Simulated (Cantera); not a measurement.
An adiabatic, constant-volume homogeneous reactor starts with 6.08 % CH4, 2.25 % CO, 8.33 % O2, 83.3 % N2, equivalence ratio 1.6, at 1050 K and 8.90 bar.

Model: GRI-Mech 3.0 (53 species, 325 reactions), integrated in Cantera.

### Question
Predict: time of steepest temperature rise; temperature at 7.00 s; equilibrium temperature; x(CO) at 7.00 s; x(O2) at 7.00 s; x(HCN) at 7.00 s; x(H) at 7.00 s.

### Answer
| Property | Value |
|---|---|
| time of steepest temperature rise | 0.258 s |
| temperature at 7.00 s | 2042 K |
| equilibrium temperature | 2042 K |
| x(CO) at 7.00 s | 0.0564 (gas-phase equilibrium 0.0564) |
| x(O2) at 7.00 s | 3.48e-8 (gas-phase equilibrium 3.48e-8) |
| x(HCN) at 7.00 s | 1.96e-7 (gas-phase equilibrium 1.96e-7) |
| x(H) at 7.00 s | 0.000101 (gas-phase equilibrium 0.000101) |
